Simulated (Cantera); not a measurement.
Mixture: CH₃OH : O₂ : N₂ : CO₂ = 1 : 1.92 : 6.54 : 0.63 (molar parts), at 4.50 bar, adiabatic and at constant pressure. Ignition delay is the time to a rise of 400 K.

Model: GRI-Mech 3.0 (53 species, 325 reactions), integrated in Cantera. GRI-Mech 3.0 was tuned for natural gas; its chemistry of methanol as a main component is partial and can be far from experiment.

What does this change do: pressure from 4.50 bar to 5.00 bar?


| quantity | before | after |
|---|---|---|
| delay at 1225 K | 1.87 ms | 1.72 ms |
| delay at 1275 K | 0.875 ms | 0.805 ms |
| delay at 1325 K | 0.440 ms | 0.404 ms |
| delay at 1375 K | 0.235 ms | 0.216 ms |
| delay at 1425 K | 0.134 ms | 0.123 ms |
| delay at 1475 K | 80.3 µs | 73.5 µs |
| apparent activation energy between 1375 and 1475 K | 180 kJ/mol | 180 kJ/mol |
